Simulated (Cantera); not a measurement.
Input: 1 mol SiCl4, 8.7 mol NH3, held at 1150 K and 10000 Pa.

Cantera equilibrium calculation (NASA polynomials, part measured and part estimated; ideal gas, pure solids and liquids). Candidate condensed phases: NH4Cl, Si, Si3N4; 28 gas species. The tables' values for SiCl3 are old estimates; treat these amounts as uncertain. Equilibrium is a limit: real reactors are often held back by kinetics, nucleation or transport.

Base state: H2 0.593, HCl 0.208, N2 0.198, SiCl4 0.00131, SiHCl3 7.59e-5, SiCl3 2.89e-5 (mole fractions); condensed: Si3N4(s).

Task: What changes in the equilibrium state with this change: SiCl4 replaced by Si2Cl6?

Result: 
```csv
species,before,after
H2,0.593,0.542
HCl,0.208,0.288
N2,0.198,0.163
SiCl4,0.00131,0.00656
SiCl3,2.89e-5,9.98e-5
SiHCl3,7.59e-5,0.000251
"Si3N4(s), mol",0.324,0.623
```
The feed counts by its element totals alone.

Task: What changes in the equilibrium state with this change: temperature from 1150 K to 1725 K?

Result: 
```
species         before     after
-------------  -------  --------
H2               0.593     0.609
N2               0.198     0.213
HCl              0.208     0.147
SiCl2          6.96e-6    0.0289
SiCl             <1e-9   1.97e-5
H              1.82e-7  0.000458
Cl             5.61e-8   8.56e-5
SiCl3          2.89e-5   0.00123
SiH2Cl2        5.51e-7   1.26e-5
Si3N4(s), mol    0.324     0.140
```
The tables' values for SiCl3, SiCl are old estimates; treat these amounts as uncertain.
